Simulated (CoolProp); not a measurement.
Values from CoolProp's reference Helmholtz-energy equation of state, Lemmon 2006. It is a short technical equation, of lower accuracy than the large ones.

**Question.** For carbonyl sulfide, give the phase and the cp (kJ/(kg K)), speed of sound (m/s), Joule-Thomson coefficient (K/MPa) at 351.7 K and 0.242 MPa; 351.7 K and 1.96 MPa; 351.7 K and 9.43 MPa.

**Answer.** 
- 351.7 K and 0.242 MPa: gas; cp 0.746, speed of sound 242, Joule-Thomson coefficient 13.5
- 351.7 K and 1.96 MPa: gas; cp 0.900, speed of sound 221, Joule-Thomson coefficient 14.9
- 351.7 K and 9.43 MPa: liquid; cp 1.56, speed of sound 500, Joule-Thomson coefficient 0.440
